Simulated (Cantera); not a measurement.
## Silicon epitaxy and polysilicon growth: SiH₂Cl₂ + Cl₂ + N₂

Charge: 1 mol SiH₂Cl₂, 0.0097 mol Cl₂, 8.8 mol N₂, at 7.05 Torr.

These are equilibrium values from Cantera (NASA tables, ideal gas, pure condensed phases), not measurements of a reactor. Candidate condensed phases: NH₄Cl, Si, Si₃N₄; 28 gas species. N₂ is the only nitrogen source here; it is nearly inert below about 1500 K, so the nitride shown seldom forms there in practice. The tables' values for SiCl₃ are old estimates; treat these amounts as uncertain. Kinetics and transport are ignored.

```tsv
T (K)	log p N₂	log p HCl	log p H₂	log p SiCl₂	log p SiCl₄	n Si₃N₄(s)
1023	-2.11	-2.91	-3.50	-7.56	-3.79	0.275
1073	-2.11	-2.90	-3.52	-6.90	-3.81	0.277
1123	-2.11	-2.90	-3.53	-6.30	-3.82	0.278
1173	-2.11	-2.89	-3.54	-5.75	-3.84	0.279
1223	-2.12	-2.89	-3.55	-5.26	-3.87	0.279
1273	-2.12	-2.89	-3.55	-4.81	-3.91	0.277
1323	-2.12	-2.89	-3.55	-4.41	-3.98	0.271
1373	-2.12	-2.90	-3.53	-4.07	-4.10	0.260
1423	-2.12	-2.92	-3.50	-3.80	-4.30	0.241
1473	-2.12	-2.96	-3.44	-3.60	-4.59	0.216
```
log p: log10 of the partial pressure in bar; n: condensed amount in mol.

From 1023 K to 1473 K the condensed part is Si₃N₄(s). The main Si-bearing gas is SiCl₄ at 1023 K and SiCl₂ at 1473 K.
